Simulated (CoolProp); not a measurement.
Computed with CoolProp (reference Helmholtz-energy equation of state, Gao 2016).

Problem. Give the vapour pressure (bar), liquid density (kg/m³), vapour density (kg/m³), liquid cp (kJ/(kg K)) of saturated sulfur dioxide at 336.1, 363.2, 366.6 K.

Solution. 
| T (K) | p (bar) | liquid density (kg/m³) | vapour density (kg/m³) | liquid cp (kJ/(kg K)) |
|---|---|---|---|---|
| 336.1 | 11.9 | 1250 | 31.9 | 1.48 |
| 363.2 | 22.5 | 1150 | 61.5 | 1.62 |
| 366.6 | 24.2 | 1140 | 66.5 | 1.64 |
